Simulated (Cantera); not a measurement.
Input: 1 mol AlN, 0.37 mol H₂O, held at 0.000190 bar.

Cantera equilibrium calculation (NASA polynomials, part measured and part estimated; ideal gas, pure solids and liquids). Candidate condensed phases: Al, AlN, Al₂O₃, H₂O; 35 gas species. Mutual solubility and eutectic melting of coexisting phases are not modelled. The numbers say what is thermodynamically allowed, not how fast it happens.

Question: At 1223 K, list the 3 most abundant gas species with their mole fractions, and the condensed phases.

Answer: H₂ 0.750, N₂ 0.250, H 1.89e-5. Condensed: AlN(s) + Al₂O₃(s).
